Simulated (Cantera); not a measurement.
Charge: 1 mol Si3H8, 120 mol H2, held at 1275 K and 1330 Pa.

Equilibrium computed with Cantera from the NASA thermochemical tables; the gas is ideal and each condensed phase is pure. Candidate condensed phases: Si; 9 gas species. The feed counts by its element totals alone. The numbers say what is thermodynamically allowed, not how fast it happens.

Base state: H2 1.000 (mole fractions); condensed: Si(s).

**Question.** What changes in the equilibrium state with this change: Si3H8 replaced by Si2Cl6?

**Answer.** 
| species | before | after |
|---|---|---|
| H2 | 1.000 | 0.956 |
| HCl | 0 | 0.0390 |
| SiCl2 | 0 | 0.00412 |
| SiCl3 | 0 | 0.000262 |
| SiCl4 | 0 | 0.000109 |
| SiHCl3 | 0 | 0.000108 |
| SiH2Cl2 | 0 | 1.48e-5 |
| Si(s), mol | 3.00 | 1.43 |
The tables' values for SiCl3 are old estimates; treat these amounts as uncertain.
